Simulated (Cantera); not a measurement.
An isothermal plug-flow reactor at 1300 K and 0.420 bar (inlet), inlet velocity 2.5 m/s, active area per volume 2800 1/m; feed CH4 : O2 : N2 = 0.0094 : 0.049 : 1.2 (molar parts).

Computed with Cantera and Deutschmann's 1995 Pt surface mechanism with GRI-Mech 3.0 gas chemistry. Catalytic surfaces can have several steady states; this one follows from the mechanism file's or the stated starting coverage. Mass transfer to the wall is taken as infinitely fast.

One state of this run: x CH4 = 0.000649; x O2 = 0.0254; x H2O = 0.0136; x CO2 = 0.00677; x CO = 2.18e-6; θ free Pt = 0.686; θ O* = 0.313. x: gas mole fraction; θ: surface coverage.

Which value of z (m) does it belong to?
(A) 0.016
(B) 0.00076
(C) 0.076
(D) 0.0016

D, 0.0016
